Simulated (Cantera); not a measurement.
**Thermodynamics of tantalum, niobium, vanadium and zirconium in process gases, feed Ta(OEt)5 + CO2 + O2**

Input: 1 mol Ta(OEt)5, 1.5 mol CO2, 0.011 mol O2, at 1.30e-6 bar.

Method: chemical equilibrium by Gibbs-energy minimisation in Cantera with the NASA 1993 tables (ideal gas, pure condensed phases). Candidate condensed phases: C, C6H6, C7H8, C8H18, H2O, Ta, TaC, Ta2O5; 113 gas species. The feed counts by its element totals alone. TaC: taken at fixed stoichiometry. Condensed phases not in the tables: Ta2C. Rates play no part.

```json
[
 {"T (K)": "1800", "x H": "0.209", "x H2": "0.441", "x CO": "0.350", "x C": "1.94e-7", "x C3": "8.81e-8", "x C2": "7.26e-9", "n C(graphite)": "2.47", "n TaC(s)": "1.00"},
 {"T (K)": "1850", "x H": "0.290", "x H2": "0.376", "x CO": "0.334", "x C": "7.10e-7", "x C3": "3.89e-7", "x C2": "3.23e-8", "n C(graphite)": "2.47", "n TaC(s)": "1.00"},
 {"T (K)": "1900", "x H": "0.382", "x H2": "0.302", "x CO": "0.316", "x C": "2.42e-6", "x C3": "1.59e-6", "x C2": "1.33e-7", "n C(graphite)": "2.47", "n TaC(s)": "1.00"},
 {"T (K)": "1950", "x H": "0.477", "x H2": "0.225", "x CO": "0.298", "x C": "7.76e-6", "x C3": "6.02e-6", "x C2": "5.06e-7", "n C(graphite)": "2.47", "n TaC(s)": "1.00"},
 {"T (K)": "2000", "x H": "0.563", "x H2": "0.156", "x CO": "0.281", "x C": "2.34e-5", "x C3": "2.13e-5", "x C2": "1.80e-6", "n C(graphite)": "2.47", "n TaC(s)": "1.00"},
 {"T (K)": "2050", "x H": "0.632", "x H2": "0.101", "x CO": "0.267", "x C": "6.70e-5", "x C3": "7.08e-5", "x C2": "6.04e-6", "n C(graphite)": "2.46", "n TaC(s)": "1.00"},
 {"T (K)": "2100", "x H": "0.680", "x H2": "0.0619", "x CO": "0.258", "x C": "0.000182", "x C3": "0.000222", "x C2": "1.91e-5", "n C(graphite)": "2.44", "n TaC(s)": "1.00"},
 {"T (K)": "2150", "x H": "0.710", "x H2": "0.0369", "x CO": "0.252", "x C": "0.000473", "x C3": "0.000659", "x C2": "5.70e-5", "n C(graphite)": "2.39", "n TaC(s)": "1.00"},
 {"T (K)": "2200", "x H": "0.728", "x H2": "0.0217", "x CO": "0.247", "x C": "0.00117", "x C3": "0.00186", "x C2": "0.000162", "n C(graphite)": "2.24", "n TaC(s)": "1.00"},
 {"T (K)": "2250", "x H": "0.735", "x H2": "0.0127", "x CO": "0.244", "x C": "0.00280", "x C3": "0.00500", "x C2": "0.000440", "n C(graphite)": "1.85", "n TaC(s)": "1.00"},
 {"T (K)": "2300", "x H": "0.732", "x H2": "0.00744", "x CO": "0.240", "x C": "0.00644", "x C3": "0.0129", "x C2": "0.00114", "n C(graphite)": "0.880", "n TaC(s)": "1.000"},
 {"T (K)": "2350", "x H": "0.727", "x H2": "0.00441", "x CO": "0.236", "x C": "0.0120", "x C3": "0.0188", "x C2": "0.00201", "n C(graphite)": "0", "n TaC(s)": "1.000"},
 {"T (K)": "2400", "x H": "0.725", "x H2": "0.00270", "x CO": "0.235", "x C": "0.0183", "x C3": "0.0163", "x C2": "0.00246", "n C(graphite)": "0", "n TaC(s)": "1.000"},
 {"T (K)": "2450", "x H": "0.723", "x H2": "0.00168", "x CO": "0.233", "x C": "0.0269", "x C3": "0.0131", "x C2": "0.00282", "n C(graphite)": "0", "n TaC(s)": "1.000"}
]
```
x: gas mole fraction; n: condensed amount in mol.

From 1800 K to 2300 K the condensed part is C(graphite) + TaC(s). From 2350 K to 2450 K the condensed part is TaC(s).
